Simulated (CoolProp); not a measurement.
Vapour-liquid equilibrium of cyclohexane (1) + m-xylene (2) at 103.35 °C; x and y are mole fractions of (1).

Model: multi-fluid Helmholtz-energy mixture model, Zhou 2014 and Zhou 2012; pair parameters Bell 2016, in CoolProp.

```tsv
x	bubble pressure (MPa)	y at the bubble point	dew pressure at overall composition x (MPa)	liquid density (mol/L)
0.05	0.04506	0.260	0.03648	7.476
0.15	0.06439	0.530	0.04013	7.549
0.25	___	0.669	0.04458	7.624
0.35	___	0.755	0.05012	7.701
0.45	0.1143	0.815	0.05719	7.779
0.55	0.1287	___	0.06652	7.860
0.65	0.1426	0.897	___	7.944
0.75	___	0.929	0.09768	8.032
0.85	___	0.958	0.1252	8.123
0.95	0.1836	0.986	___	8.220
```

Q: Some entries are withheld; supply them.

A: 
- 0.25, bubble pressure (MPa): 0.08231
- 0.35, bubble pressure (MPa): 0.09888
- 0.55, y at the bubble point: 0.860
- 0.65, dew pressure at overall composition x (MPa): 0.07931
- 0.75, bubble pressure (MPa): 0.1561
- 0.85, bubble pressure (MPa): 0.1697
- 0.95, dew pressure at overall composition x (MPa): 0.1659

No azeotrope shows between x = 0.05 and 0.95.

The pair parameters rest on a limited set of measurements; away from them the model extrapolates.
